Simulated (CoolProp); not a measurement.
Values from CoolProp's reference Helmholtz-energy equation of state, Kamei 1995.

Task: For R22, give the phase and the Prandtl number at 321.4 K and 6.32 bar; 440.5 K and 6.32 bar; 470.2 K and 6.32 bar.

Result: 
- 321.4 K and 6.32 bar: gas; Prandtl number 0.836
- 440.5 K and 6.32 bar: gas; Prandtl number 0.736
- 470.2 K and 6.32 bar: gas; Prandtl number 0.720

Viscosity comes from a separate model (Bell 2016), an estimate that may be off by 10 % or more. Thermal conductivity comes from a separate model (McLinden 2000), an estimate that may be off by 10 % or more.
